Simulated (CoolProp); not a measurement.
R22 along the isobar 14.5 MPa: Z from the reference equation and from simpler models built on Tc = 369.3 K, pc = 4.990 MPa, ω = 0.221; each cubic takes its own stable root.

Values from CoolProp's reference Helmholtz-energy equation of state, Kamei 1995.

```csv
T (K),phase,reference
174.4,liquid,0.5454
190.4,liquid,0.5124
206.3,liquid,0.4854
222.2,liquid,0.4631
238.1,liquid,0.4447
254.1,liquid,0.4296
270,liquid,0.4176
285.9,liquid,0.4083
301.9,liquid,0.4017
317.8,liquid,0.3977
333.7,liquid,0.3966
```

### Question
How far does each simpler model (van der Waals, Redlich-Kwong, Soave-Redlich-Kwong) lie from the reference over these 11 states: mean and median of the absolute difference, and the worst?

### Answer
- van der Waals: mean 57.5 %, median 58.1 %, worst +64.4 % at 174.4 K and 14.5 MPa
- Redlich-Kwong: mean 12.0 %, median 11.9 %, worst +12.8 % at 333.7 K and 14.5 MPa
- Soave-Redlich-Kwong: mean 9.9 %, median 9.6 %, worst +11.1 % at 174.4 K and 14.5 MPa
